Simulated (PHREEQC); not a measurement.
**Spent oxide etchant**

Make-up at 20 °C: 0.012 mol NH4HF2, 0.00084 mol H2SiF6, 0.00186 mol HBF4 and 0.00024 mol H2SO4 per kg of water. Closed to the air; pH follows from the charge balance.

Equilibrium calculation in PHREEQC: ion-association model, phreeqc.dat.

The pH is 2.88. The ionic strength is 0.0145 mol/kgw and the total alkalinity is -25.0 meq/kg.

```csv
species,molality,activity,log γ
HF,0.0141,0.0142,0.001
NH4+,0.0120,0.0106,-0.055
F-,0.00898,0.00794,-0.053
BF4-,0.00181,0.00161,-0.052
H+,0.00145,0.00130,-0.045
SiF6-2,0.000840,0.000526,-0.203
HF2-,0.000467,0.000414,-0.052
SO4-2,0.000204,0.000128,-0.204
BF3OH-,4.27e-5,3.79e-5,-0.052
```

Precipitation was switched off in this run. Species that the database lacks are ignored. SiF6-2 is the database's only silicon fluoride. Real BF4- forms and hydrolyses slowly; the run takes it at equilibrium.
